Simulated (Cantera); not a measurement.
A Cantera script and its output.

```python
import numpy as np
import cantera as ct

gas = ct.Solution("gri30.yaml")
gas.TPX = 1398, 11000, {'N2O': 1, 'H2': 0.014, 'N2': 5.4}
inlet = ct.Reservoir(gas, clone=True)

reactor = ct.IdealGasConstPressureReactor(gas, energy="off", clone=False)
exhaust = ct.Reservoir(gas, clone=True)
tau = [1.5, 0.77, 0.39, 0.19, 0.097, 0.049, 0.024, 0.012, 0.0061, 0.0031][0]
for a, b in ((inlet, reactor), (reactor, exhaust)):
    ct.MassFlowController(a, b, mdot=lambda t: reactor.mass / tau)
net = ct.ReactorNet([reactor])
show = ['N2O', 'H2', 'OH', 'H2O', 'NO', 'O', 'N2']

rows = []
print(f"{'tau/s':>10s}{'T/K':>9s}" + "".join(f"{s:>11s}" for s in show))
for tau in [1.5, 0.77, 0.39, 0.19, 0.097, 0.049, 0.024, 0.012, 0.0061, 0.0031]:
    net.initial_time = 0.0
    net.advance(30 * tau)
    before = gas.X
    net.advance(40 * tau)
    drift = np.max(np.abs(gas.X - before) / (gas.X + 1e-9))
    rows.append([gas.T, *gas[show].X, drift])
    print(f"{tau:10.3e}{gas.T:9.1f}" + "".join(f"{x:11.3e}" for x in gas[show].X))
```

Output:

```
     tau/s      T/K        N2O         H2         OH        H2O         NO          O         N2
 1.500e+00   1398.0  4.226e-02  1.078e-05  3.167e-05  2.043e-03  1.740e-02  2.082e-05  8.952e-01
 7.700e-01   1398.0  6.469e-02  1.982e-05  3.349e-05  2.056e-03  1.421e-02  2.164e-05  8.847e-01
 3.900e-01   1398.0  9.024e-02  3.680e-05  3.586e-05  2.063e-03  1.026e-02  2.213e-05  8.730e-01
 1.900e-01   1398.0  1.144e-01  6.957e-05  3.921e-05  2.053e-03  6.387e-03  2.235e-05  8.620e-01
 9.700e-02   1398.0  1.308e-01  1.231e-04  4.326e-05  2.014e-03  3.721e-03  2.234e-05  8.545e-01
 4.900e-02   1398.0  1.413e-01  2.138e-04  4.820e-05  1.931e-03  2.014e-03  2.212e-05  8.496e-01
 2.400e-02   1398.0  1.477e-01  3.675e-04  5.391e-05  1.780e-03  1.019e-03  2.160e-05  8.466e-01
 1.200e-02   1398.0  1.511e-01  5.964e-04  5.910e-05  1.551e-03  5.208e-04  2.073e-05  8.450e-01
 6.100e-03   1398.0  1.530e-01  9.108e-04  6.177e-05  1.235e-03  2.746e-04  1.948e-05  8.439e-01
 3.100e-03   1398.0  1.542e-01  1.303e-03  5.902e-05  8.438e-04  1.463e-04  1.786e-05  8.431e-01
```

Computed with Cantera and GRI-Mech 3.0 (53 species, 325 reactions). GRI-Mech 3.0 was tuned for natural gas; its chemistry of N2O as a main component is partial and can be far from experiment. The mechanism lacks the step 2 NO + O2 → 2 NO2, which can matter for NO2 below about 1400 K. The temperature is held fixed by assumption; the heat of reaction is taken as removed at once.
